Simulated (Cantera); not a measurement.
An adiabatic, constant-pressure homogeneous reactor starts with C₃H₈ : O₂ : N₂ = 1 : 14.3 : 53.7 (molar parts), equivalence ratio 0.35, at 1575 K and 2.50 bar. Integrator tolerance rtol = 1e-08.

Computed with Cantera and GRI-Mech 3.0 (53 species, 325 reactions). GRI-Mech 3.0 was tuned for natural gas; its chemistry of propane as a main component is partial and can be far from experiment.

Question: What does this change do: pressure from 2.50 bar to 10.0 bar?

Answer: 
| quantity | before | after |
|---|---|---|
| time of steepest temperature rise | 21.8 µs | 10.0 µs |
| temperature at 0.200 s | 2291 K | 2301 K |
| equilibrium temperature | 2290 K | 2301 K |
| x(C₃H₈) at 0.200 s | <1e-12 (gas-phase equilibrium <1e-12) | <1e-12 (gas-phase equilibrium <1e-12) |
| x(O₂) at 0.200 s | 0.126 (gas-phase equilibrium 0.126) | 0.126 (gas-phase equilibrium 0.126) |
| x(HCO) at 0.200 s | 3.35e-11 (gas-phase equilibrium 3.33e-11) | 2.73e-11 (gas-phase equilibrium 2.73e-11) |
| x(C₂H₆) at 0.200 s | <1e-12 (gas-phase equilibrium <1e-12) | <1e-12 (gas-phase equilibrium <1e-12) |
| x(HO₂) at 0.200 s | 5.01e-6 (gas-phase equilibrium 5.01e-6) | 7.36e-6 (gas-phase equilibrium 7.36e-6) |

Question: What does this change do: constant volume in place of constant pressure?

Answer: 
```tsv
quantity	before	after
time of steepest temperature rise	21.8 µs	20.3 µs
temperature at 0.200 s	2291 K	2452 K
equilibrium temperature	2290 K	2452 K
x(C₃H₈) at 0.200 s	<1e-12 (gas-phase equilibrium <1e-12)	<1e-12 (gas-phase equilibrium <1e-12)
x(O₂) at 0.200 s	0.126 (gas-phase equilibrium 0.126)	0.123 (gas-phase equilibrium 0.123)
x(HCO) at 0.200 s	3.35e-11 (gas-phase equilibrium 3.33e-11)	1.98e-10 (gas-phase equilibrium 1.98e-10)
x(C₂H₆) at 0.200 s	<1e-12 (gas-phase equilibrium <1e-12)	<1e-12 (gas-phase equilibrium <1e-12)
x(HO₂) at 0.200 s	5.01e-6 (gas-phase equilibrium 5.01e-6)	8.71e-6 (gas-phase equilibrium 8.71e-6)
```
